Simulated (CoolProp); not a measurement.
Vapour-liquid equilibrium of n-hexane (1) + p-xylene (2) at 0.824 MPa; x and y are mole fractions of (1).

The numbers come from the multi-fluid Helmholtz-energy mixture model, Thol 2019 and Zhou 2012; pair parameters Bell 2016 in CoolProp.

```json
[
 {"x": "0.05", "bubble temperature (°C)": "230.6", "y at the bubble point": "0.144", "dew temperature at overall composition x (°C)": "235.9", "liquid density (mol/L)": "6.055"},
 {"x": "0.125", "bubble temperature (°C)": "219.8", "y at the bubble point": "0.321", "dew temperature at overall composition x (°C)": "231.7", "liquid density (mol/L)": "6.110"},
 {"x": "0.2", "bubble temperature (°C)": "210.3", "y at the bubble point": "0.458", "dew temperature at overall composition x (°C)": "227.3", "liquid density (mol/L)": "6.147"},
 {"x": "0.275", "bubble temperature (°C)": "202.0", "y at the bubble point": "0.565", "dew temperature at overall composition x (°C)": "222.7", "liquid density (mol/L)": "6.170"},
 {"x": "0.35", "bubble temperature (°C)": "194.7", "y at the bubble point": "0.649", "dew temperature at overall composition x (°C)": "217.8", "liquid density (mol/L)": "6.181"},
 {"x": "0.425", "bubble temperature (°C)": "188.3", "y at the bubble point": "0.718", "dew temperature at overall composition x (°C)": "212.6", "liquid density (mol/L)": "6.180"},
 {"x": "0.5", "bubble temperature (°C)": "182.6", "y at the bubble point": "0.774", "dew temperature at overall composition x (°C)": "207.1", "liquid density (mol/L)": "6.171"},
 {"x": "0.575", "bubble temperature (°C)": "177.5", "y at the bubble point": "0.821", "dew temperature at overall composition x (°C)": "201.1", "liquid density (mol/L)": "6.155"},
 {"x": "0.65", "bubble temperature (°C)": "172.8", "y at the bubble point": "0.861", "dew temperature at overall composition x (°C)": "194.7", "liquid density (mol/L)": "6.132"},
 {"x": "0.725", "bubble temperature (°C)": "168.5", "y at the bubble point": "0.896", "dew temperature at overall composition x (°C)": "187.6", "liquid density (mol/L)": "6.104"},
 {"x": "0.8", "bubble temperature (°C)": "164.5", "y at the bubble point": "0.928", "dew temperature at overall composition x (°C)": "179.8", "liquid density (mol/L)": "6.071"},
 {"x": "0.875", "bubble temperature (°C)": "160.6", "y at the bubble point": "0.957", "dew temperature at overall composition x (°C)": "171.1", "liquid density (mol/L)": "6.034"},
 {"x": "0.95", "bubble temperature (°C)": "157.0", "y at the bubble point": "0.983", "dew temperature at overall composition x (°C)": "161.5", "liquid density (mol/L)": "5.994"}
]
```

No azeotrope shows between x = 0.05 and 0.95.

Pair parameters are fitted to limited data, so mixtures are less certain than the pure fluids.
